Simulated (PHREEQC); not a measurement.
4.1 g of hydrous ferric oxide (600 m²/g; 0.2 weak and 0.005 strong sites per Fe, Dzombak-Morel constants, diffuse double layer) in 1 kg of water with 0.01 mol/kgw of an inert sodium salt and 0.012 mmol/kgw MnCl2, at 25 °C; the pH is set by adding NaOH or the inert anion's acid. No oxygen is let in. CO2 from the air is kept out. Precipitation was switched off in this run.

Base run: PHREEQC, ion-association model, wateq4f.dat. Each further column changes one thing. The table gives surface charge σ (C/m²).

```csv
pH,base,background salt from 0.01 to 0.001 mol/kgw,oxide from 4.1 to 20 g/kgw,0.001 mol/kgw ZnCl2 added
3,0.334,0.301,0.351,0.339
3.67,0.269,0.206,0.303,0.279
5,0.118,0.063,0.137,0.128
5.67,0.069,0.031,0.076,0.076
6.33,0.037,0.014,0.039,0.044
7.67,0.006,0.002,0.006,0.010
8.33,-0.003,-0.001,-0.003,0.000
9,-0.013,-0.005,-0.013,-0.010
10.33,-0.057,-0.026,-0.062,-0.049
11,-0.103,-0.061,-0.117,-0.089
```

The oxide is taken as insoluble; below pH 4 it would dissolve.
